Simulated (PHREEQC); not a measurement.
**Brackish or sea water**

A made-up water analysis in mg/kgw, 20 °C, pH 6.81, pe 0.4:

```tsv
constituent	mg/kgw
Na	1940
K	483
Ca	854
Mg	27.2
Cl	4500
S(6) as SO4	653
Alkalinity as HCO3	67.6
B	0.427
Li	1.46
N(-3) as NH4	18.1
Si as SiO2	53
Fe(2)	9.45
F	5.7
```

Valence states are taken as typed.

Computed with PHREEQC (ion-association model, wateq4f.dat).

```yaml
ionic_strength: 0.163 mol/kgw
charge_balance_error: 0.4 %
```

```csv
species,molality,activity,log γ
Cl-,0.127,0.0925,-0.137
Na+,0.0838,0.0634,-0.121
Ca+2,0.0195,0.00670,-0.465
K+,0.0123,0.00893,-0.137
SO4-2,0.00432,0.00137,-0.498
CaSO4,0.00169,0.00175,0.016
Mg+2,0.00101,0.000366,-0.440
```

No solid was allowed to form. The solution is supersaturated, for example in Fluorite, Quartz (slow to form), so a real one may precipitate; this is no full list. SiF6-2 is the database's only silicon fluoride. Real BF4- forms and hydrolyses slowly; the run takes it at equilibrium. Fluoro complexes past AlF4- and FeF3 are missing from the database.
